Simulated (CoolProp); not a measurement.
Model: reference Helmholtz-energy equation of state, Span 1996, in CoolProp.

Task: Give the vapour pressure (MPa), liquid density (kg/m³), vapour density (kg/m³), enthalpy of vaporisation (kJ/kg) of saturated carbon dioxide at 232.6, 247.9, 273.4 K.

Result: 
| T (K) | p (MPa) | liquid density (kg/m³) | vapour density (kg/m³) | enthalpy of vaporisation (kJ/kg) |
|---|---|---|---|---|
| 232.6 | 0.984 | 1120 | 25.6 | 323 |
| 247.9 | 1.67 | 1060 | 43.5 | 294 |
| 273.4 | 3.51 | 926 | 98.4 | 230 |
